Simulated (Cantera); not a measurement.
Equilibrium for fluorocarbon and chlorocarbon gases: CH₂F₂ + CH₄ + H₂

Feed: 1 mol CH₂F₂, 0.0068 mol CH₄, 0.42 mol H₂, held at 1798.15 K and 13.3 mbar.

Equilibrium computed with Cantera from the NASA thermochemical tables; the gas is ideal and each condensed phase is pure. Candidate condensed phases: C, C₆H₆, C₇H₈, C₈H₁₈; 95 gas species. Equilibrium is a limit: real reactors are often held back by kinetics, nucleation or transport.

- x(HF): 0.821
- x(H₂): 0.177
- x(H): 0.00129
- x(C₂H₂ (acetylene)): 3.06e-5
- n(C(graphite)): 1.01 mol
- gas amount: 2.435 mol
